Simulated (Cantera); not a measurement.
Input: 1 mol Si₃H₈, 0.18 mol HCl, 180 mol N₂, equilibrated at 850 °C and 23.0 mbar.

Equilibrium computed with Cantera from the NASA thermochemical tables; the gas is ideal and each condensed phase is pure. Candidate condensed phases: NH₄Cl, Si, Si₃N₄; 28 gas species. The feed counts by its element totals alone. N₂ is the only nitrogen source here; it is nearly inert below about 1500 K, so the nitride shown seldom forms there in practice. Equilibrium is a limit: real reactors are often held back by kinetics, nucleation or transport.

Question: What is the equilibrium state?

Answer: 
```
Quantity                             Result
--------------------------------  ---------
x(N₂)                                 0.977
x(H₂)                                0.0220
x(HCl)                             0.000988
n(Si₃N₄(s))                        1.00 mol
gas amount                        182.2 mol
log10 activity of Si(s) (absent)      -4.67
```
